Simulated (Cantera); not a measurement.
A perfectly stirred reactor is fed with CH4 : H2 : CO2 = 0.037 : 1 : 0.0096 (molar parts), at 0.0900 bar; it is held at 2175 K, and followed from long to short residence time.

Detailed kinetics in Cantera: GRI-Mech 3.0 (53 species, 325 reactions). GRI-Mech 3.0 stops at C3 and has no aromatics, soot or wall deposition, so with more carbon than oxygen in the feed, carbon stays in small species such as C2H2 where larger ones or solid carbon would form.

x: mole fraction; the columns are a selection and need not sum to one.

| τ (s) | x CH4 | x H2 | x CO2 | x OH | x C2H4 |
|---|---|---|---|---|---|
| 0.47 | 0.000757 | 0.954 | 9.61e-6 | ? | 3.55e-6 |
| 0.23 | 0.00112 | 0.954 | 1.90e-5 | ? | 4.20e-6 |
| 0.11 | 0.00169 | 0.954 | 3.77e-5 | ? | 5.51e-6 |
| 0.055 | 0.00252 | 0.953 | 7.25e-5 | ? | 7.89e-6 |
| 0.027 | 0.00384 | 0.952 | 0.000146 | 1.02e-5 | 1.26e-5 |
| 0.013 | 0.00594 | 0.952 | 0.000308 | 1.10e-5 | 2.21e-5 |
| 0.0065 | 0.00891 | 0.951 | 0.000637 | 1.07e-5 | 3.88e-5 |
| 0.0032 | 0.0131 | 0.950 | 0.00131 | ? | 6.73e-5 |

Q: What belongs in the gaps?

A: 
- 0.47, x OH: 2.21e-6
- 0.23, x OH: 3.84e-6
- 0.11, x OH: 6.12e-6
- 0.055, x OH: 8.40e-6
- 0.0032, x OH: 9.54e-6
